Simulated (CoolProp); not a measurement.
The fluoroketone C6F12O (FK-5-1-12) along the isobar 57.4 bar: Z from the reference equation and from simpler models built on Tc = 168.7 °C, pc = 18.69 bar, ω = 0.471; each cubic takes its own stable root.

Values from CoolProp's reference Helmholtz-energy equation of state, McLinden 2015.

```
T (°C)          phase  reference
------  -------------  ---------
92.25          liquid     0.4175
105.75         liquid     0.4155
119.15         liquid     0.4151
132.65         liquid     0.4166
146.15         liquid     0.4202
159.55         liquid     0.4264
173.05  supercritical     0.4359
186.45  supercritical     0.4495
199.95  supercritical     0.4686
213.35  supercritical     0.4936
226.85  supercritical     0.5252
```

Problem. How far does each simpler model (Redlich-Kwong, Soave-Redlich-Kwong) lie from the reference over these 11 states: mean and median of the absolute difference, and the worst?

Solution. 
- Redlich-Kwong: mean 10.1 %, median 11.8 %, worst +13.2 % at 92.25 °C and 57.4 bar
- Soave-Redlich-Kwong: mean 10.8 %, median 10.6 %, worst +13.6 % at 226.85 °C and 57.4 bar
